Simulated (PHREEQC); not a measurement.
Solution (82 °C): 0.064 mol ZnCl2 per kg of water. Closed to the air; pH follows from the charge balance.

All values are PHREEQC results (ion-association model, phreeqc.dat), not measurements.

This is a speciation only: nothing precipitates in the calculation.

Problem. What pH, ionic strength, density does the model give?

Solution. pH 4.64; ionic strength 0.137 mol/kgw; density 0.978 g/cm³.

Problem. In which forms is Zn present?

Solution. Zn+2 59 %, ZnCl+ 39 %, ZnCl2 2.4 % of the Zn.

Complexes and solids missing from the database can't appear. Away from 25 °C the constants follow the database's enthalpies or fits; those with neither stay at their 25 °C values.
